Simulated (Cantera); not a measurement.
Thermodynamics of metals in furnace atmospheres, feed Fe + CO + H2

Charge: 1 mol Fe, 1.9 mol CO, 150 mol H2, equilibrated at 1000 Pa.

These are equilibrium values from Cantera (NASA tables, ideal gas, pure condensed phases), not measurements of a reactor. Candidate condensed phases: C, C6H6, C7H8, C8H18, Fe, Fe(CO)5, FeO, Fe(OH)2, Fe(OH)3, Fe2O3, Fe3O4, H2O; 114 gas species. Kinetics and transport are ignored.

| T (K) | x H2 | x CO | x H | x Fe | x H2O | x CH4 | x C2H2 (acetylene) | x CH3 | n Fe(γ) | n Fe(δ) |
|---|---|---|---|---|---|---|---|---|---|---|
| 1600 | 0.987 | 0.0125 | 0.000540 | 0.000110 | 1.47e-6 | 1.17e-6 | 1.46e-7 | 1.30e-8 | 0.983 | 0 |
| 1625 | 0.987 | 0.0125 | 0.000701 | 0.000173 | 1.33e-6 | 9.90e-7 | 1.68e-7 | 1.43e-8 | 0.974 | 0 |
| 1650 | 0.986 | 0.0125 | 0.000902 | 0.000270 | 1.23e-6 | 8.37e-7 | 1.89e-7 | 1.56e-8 | 0.959 | 0 |
| 1675 | 0.986 | 0.0125 | 0.00115 | 0.000415 | 1.14e-6 | 7.06e-7 | 2.08e-7 | 1.68e-8 | 0 | 0.937 |
| 1700 | 0.985 | 0.0125 | 0.00146 | 0.000629 | 1.06e-6 | 5.95e-7 | 2.26e-7 | 1.80e-8 | 0 | 0.904 |
| 1725 | 0.985 | 0.0125 | 0.00184 | 0.000942 | 1.00e-6 | 5.00e-7 | 2.42e-7 | 1.90e-8 | 0 | 0.857 |
| 1750 | 0.984 | 0.0125 | 0.00231 | 0.00139 | 9.49e-7 | 4.21e-7 | 2.56e-7 | 2.00e-8 | 0 | 0.788 |
x: gas mole fraction; n: condensed amount in mol.

From 1600 K to 1650 K the condensed part is Fe(γ). From 1675 K to 1750 K the condensed part is Fe(δ). The main Fe-bearing gas is Fe throughout. The share of Fe in condensed phases is highest at 1600 K (98.3 %) and lowest at 1750 K (78.8 %).
